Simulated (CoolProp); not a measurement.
Isobutane along the isobar 3.17 MPa: fugacity coefficient from the reference equation and from simpler models built on Tc = 407.8 K, pc = 3.629 MPa, ω = 0.184; each cubic takes its own stable root.

Values from CoolProp's reference Helmholtz-energy equation of state, Bücker 2006.

```tsv
T (K)	phase	reference
312.2	liquid	0.1618
331.2	liquid	0.2450
350.2	liquid	0.3486
369.2	liquid	0.4699
388.1	liquid	0.6028
407.1	gas	0.7076
426.1	gas	0.7520
445.1	gas	0.7868
464.1	gas	0.8153
483	gas	0.8391
502	gas	0.8593
521	gas	0.8766
```

Q: How far does each simpler model (Redlich-Kwong, Peng-Robinson) lie from the reference over these 12 states: mean and median of the absolute difference, and the worst?

A: 
- Redlich-Kwong: mean 6.1 %, median 1.3 %, worst +23.7 % at 312.2 K and 3.17 MPa
- Peng-Robinson: mean 1.9 %, median 2.0 %, worst -2.8 % at 407.1 K and 3.17 MPa
